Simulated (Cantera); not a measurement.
Feed: 1 mol Si3N4, 0.015 mol CO2, 3.9 mol H2, at 702 °C and 1.33 mbar.

Cantera equilibrium calculation (NASA polynomials, part measured and part estimated; ideal gas, pure solids and liquids). Candidate condensed phases: C, C6H6, C7H8, C8H18, H2O, Si, SiC, SiO2, Si2N2O, Si3N4; 151 gas species. Equilibrium is a limit: real reactors are often held back by kinetics, nucleation or transport.

Base state: H2 0.997, N2 0.00256, CH4 0.000167 (mole fractions); condensed: C(graphite) + Si2N2O(s) + Si3N4(s).

What changes in the equilibrium state with this change: temperature from 702 °C to 1002 °C?


```tsv
species	before	after
H2	0.997	0.995
N2	0.00256	0.00510
H	3.13e-8	2.01e-5
CH4	0.000167	2.84e-7
C(graphite), mol	0.0143	0
Si2N2O(s), mol	0.0300	0.0300
Si3N4(s), mol	0.980	0.975
SiC(s), mol	0	0.0150
```
Mutual solubility and eutectic melting of coexisting phases are not modelled.
